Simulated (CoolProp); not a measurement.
Vapour-liquid equilibrium of CHF3 (R23) (1) + R227EA (2) at 194.5 K; x and y are mole fractions of (1).

The numbers come from the multi-fluid Helmholtz-energy mixture model, Penoncello 2003 and Lemmon 2016; pair parameters Bell 2016 in CoolProp.

Task: Give the bubble pressure and the first vapour's composition at x = 0.05, 0.55, 0.65. Is there an azeotrope?

Result: x = 0.05: 0.09541 bar, y = 0.768; x = 0.55: 0.7757 bar, y = 0.984; x = 0.65: 0.8726 bar, y = 0.988. No azeotrope shows between x = 0.05 and 0.95.

Pair parameters are fitted to limited data, so mixtures are less certain than the pure fluids.
